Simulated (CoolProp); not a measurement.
Model: reference Helmholtz-energy equation of state, Akasaka 2019, in CoolProp.

Question: For R1234ze(Z), give the phase and the Z, cp (kJ/(kg K)), fugacity coefficient at 109.15 °C and 0.692 MPa; 120.65 °C and 0.692 MPa.

Answer: 
- 109.15 °C and 0.692 MPa: gas; Z 0.885, cp 1.07, fugacity coefficient 0.895
- 120.65 °C and 0.692 MPa: gas; Z 0.898, cp 1.08, fugacity coefficient 0.906
